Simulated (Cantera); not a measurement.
# Abatement and gas-phase synthesis: SF₆ + H₂O + N₂

Input: 1 mol SF₆, 0.11 mol H₂O, a varied amount of N₂, at 3100 °C and 1.33 mbar.

Method: chemical equilibrium by Gibbs-energy minimisation in Cantera with the NASA 1993 tables (ideal gas, pure condensed phases). Candidate condensed phases: H₂O, H₂SO₄, S; 62 gas species. Rates play no part.

```tsv
n(N₂) (mol)	log p N₂	log p F	log p S	log p H	log p O
1.1	-3.76	-3.02	-3.80	-4.61	-4.76
1.6	-3.62	-3.05	-3.82	-4.63	-4.79
2.2	-3.51	-3.08	-3.85	-4.65	-4.82
3.1	-3.40	-3.12	-3.89	-4.68	-4.86
4.5	-3.29	-3.17	-3.95	-4.72	-4.91
6.3	-3.21	-3.23	-4.01	-4.77	-4.98
9	-3.13	-3.31	-4.09	-4.83	-5.05
13	-3.07	-3.41	-4.18	-4.91	-5.15
18	-3.02	-3.50	-4.28	-5.00	-5.25
26	-2.98	-3.62	-4.40	-5.10	-5.36
36	-2.96	-3.74	-4.51	-5.21	-5.48
```
log p: log10 of the partial pressure in bar; nothing condenses.

From 1.1 mol N₂ to 36 mol N₂ nothing is condensed.
